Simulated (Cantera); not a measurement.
A Cantera script and its output.

```python
import numpy as np
import cantera as ct

gas = ct.Solution("h2o2.yaml")
gas.TPX = 1375, 12000, {'H2': 0.53, 'O2': 0.47, 'N2': 15}
inlet = ct.Reservoir(gas, clone=True)

reactor = ct.IdealGasConstPressureReactor(gas, energy="off", clone=False)
exhaust = ct.Reservoir(gas, clone=True)
tau = [2, 1.1, 0.57, 0.31, 0.17, 0.089, 0.048, 0.026, 0.014, 0.0074][0]
for a, b in ((inlet, reactor), (reactor, exhaust)):
    ct.MassFlowController(a, b, mdot=lambda t: reactor.mass / tau)
net = ct.ReactorNet([reactor])
show = ['H2', 'O2', 'H', 'OH', 'HO2', 'O', 'H2O2']

rows = []
print(f"{'tau/s':>10s}{'T/K':>9s}" + "".join(f"{s:>11s}" for s in show))
for tau in [2, 1.1, 0.57, 0.31, 0.17, 0.089, 0.048, 0.026, 0.014, 0.0074]:
    net.initial_time = 0.0
    net.advance(30 * tau)
    before = gas.X
    net.advance(40 * tau)
    drift = np.max(np.abs(gas.X - before) / (gas.X + 1e-9))
    rows.append([gas.T, *gas[show].X, drift])
    print(f"{tau:10.3e}{gas.T:9.1f}" + "".join(f"{x:11.3e}" for x in gas[show].X))
```

Output:

```
     tau/s      T/K         H2         O2          H         OH        HO2          O       H2O2
 2.000e+00   1375.0  2.130e-04  1.300e-02  1.076e-04  3.220e-04  3.285e-07  1.609e-04  3.136e-08
 1.100e+00   1375.0  3.118e-04  1.301e-02  1.919e-04  3.902e-04  3.822e-07  2.372e-04  3.929e-08
 5.700e-01   1375.0  4.697e-04  1.304e-02  3.586e-04  4.800e-04  4.357e-07  3.612e-04  4.904e-08
 3.100e-01   1375.0  6.776e-04  1.310e-02  6.302e-04  5.785e-04  4.781e-07  5.292e-04  5.852e-08
 1.700e-01   1375.0  9.557e-04  1.320e-02  1.076e-03  6.901e-04  5.129e-07  7.630e-04  6.753e-08
 8.900e-02   1375.0  1.348e-03  1.337e-02  1.853e-03  8.244e-04  5.435e-07  1.113e-03  7.584e-08
 4.800e-02   1375.0  1.808e-03  1.360e-02  2.979e-03  9.614e-04  5.675e-07  1.558e-03  8.154e-08
 2.600e-02   1375.0  2.328e-03  1.392e-02  4.521e-03  1.098e-03  5.876e-07  2.111e-03  8.464e-08
 1.400e-02   1375.0  2.882e-03  1.429e-02  6.445e-03  1.227e-03  6.049e-07  2.752e-03  8.548e-08
 7.400e-03   1375.0  3.457e-03  1.472e-02  8.584e-03  1.341e-03  6.203e-07  3.421e-03  8.487e-08
```

Computed with Cantera and the H2/O2 subset of GRI-Mech 3.0, which has no nitrogen chemistry.
